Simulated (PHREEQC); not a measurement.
PHREEQC input (ion-association model, wateq4f.dat):

```
SOLUTION_MASTER_SPECIES
  An  An-  0  An  62.0  # stands for a non-complexing anion
SOLUTION_SPECIES
  An- = An-
    -log_k 0
    -gamma 3.0 0
PHASES
  Fix_H+
    H+ = H+
    -log_k 0
SOLUTION 1
  temp 25
  units mmol/kgw
  pH 7 charge
  Cl 0.01194
  Zn 0.00047
  Pb 0.0055
  Na 100
  An 100
END
SELECTED_OUTPUT 1
  -reset false
  -pH true
  -pe true
  -ionic_strength true
  -water true
  -totals Cl Na Pb Zn
  -molalities Hfo_wOH Hfo_wOH2+ Hfo_wO- Hfo_sOH Hfo_sOH2+ Hfo_sO- Hfo_sOZn+ Hfo_wOZn+ Hfo_sOPb+ Hfo_wOPb+
  -saturation_indices Zn(OH)2-a Zn5(OH)8Cl2 Litharge Cotunnite Laurionite Halite
USER_PUNCH 1
  -headings sigma psi
  10 PUNCH EDL("sigma", "Hfo"), EDL("psi", "Hfo")
PRINT
  -reset false
USE solution 1
SURFACE 1
  Hfo_wOH 0.000247191 600 0.11
  Hfo_sOH 6.17978e-06
EQUILIBRIUM_PHASES 1
  Fix_H+ -3 HAn 10
    -force_equality true
  O2(g) -0.68 10
END
# ... the last block is repeated for the other 12 points of pH, with NaOH or the acid as the point needs
```

Selected output (columns that matter, 13 of 13 rows; pH added in front):

```
pH	mu	Na	Pb	Zn	m_Hfo_wOH	m_Hfo_wOH2+	m_Hfo_wO-	si_Zn(OH)2-a	si_Zn5(OH)8Cl2	si_Litharge	si_Cotunnite	si_Halite	sigma	psi
3	0.10135	0.1	5.4719e-06	4.7e-07	4.7317e-06	0.00024246	2.1154e-09	-13.18	-58.228	-12.414	-11.003	-7.7293	0.36334	0.15265
3.5	0.10052	0.1	5.2489e-06	4.6999e-07	1.3509e-05	0.00023366	1.7892e-08	-12.179	-54.222	-11.431	-11.02	-7.7286	0.35016	0.15097
4	0.10025	0.1	4.0692e-06	4.6996e-07	3.2998e-05	0.00021407	1.1653e-07	-11.179	-50.22	-10.541	-11.13	-7.7284	0.32091	0.14658
4.5	0.10014	0.1	2.0262e-06	4.6979e-07	6.4617e-05	0.00018203	5.2546e-07	-10.179	-46.22	-9.8441	-11.432	-7.7283	0.27337	0.13844
5	0.10009	0.1	6.8629e-07	4.6909e-07	0.00010162	0.00014389	1.644e-06	-9.1793	-42.223	-9.3145	-11.903	-7.7283	0.21619	0.12653
5.5	0.10006	0.1	1.5782e-07	4.6527e-07	0.00013514	0.00010812	3.8696e-06	-8.1828	-38.241	-8.9537	-12.542	-7.7283	0.16078	0.11162
6	0.10004	0.1	2.6084e-08	4.41e-07	0.00016034	7.934e-05	7.4234e-06	-7.2063	-34.358	-8.7382	-13.326	-7.7282	0.11351	0.094387
6.5	0.10003	0.1	4.1266e-09	3.2659e-07	0.00017649	5.8337e-05	1.2232e-05	-6.3372	-31.013	-8.5475	-14.136	-7.7282	0.075834	0.075174
7	0.10002	0.1	7.0468e-10	1.2136e-07	0.00018516	4.3927e-05	1.7881e-05	-5.769	-29.172	-8.3411	-14.929	-7.7282	0.046714	0.054118
7.5	0.10001	0.1	1.1714e-10	2.1612e-08	0.00018881	3.4313e-05	2.38e-05	-5.5254	-28.954	-8.1943	-15.782	-7.7282	0.024098	0.031386
8	0.10001	0.10001	2.2344e-11	3.0595e-09	0.0001895	2.7584e-05	2.9824e-05	-5.4081	-29.367	-8.0922	-16.68	-7.7282	0.0054422	0.0075101
8.5	0.10002	0.10002	5.9868e-12	5.7732e-10	0.00018817	2.2206e-05	3.6529e-05	-5.311	-29.881	-7.997	-17.585	-7.7281	-0.012255	-0.016677
9	0.10004	0.10005	2.3908e-12	2.8868e-10	0.00018448	1.7258e-05	4.5175e-05	-5.2011	-30.332	-7.8874	-18.476	-7.728	-0.032169	-0.040288
```

The oxide is taken as insoluble; below pH 4 it would dissolve.
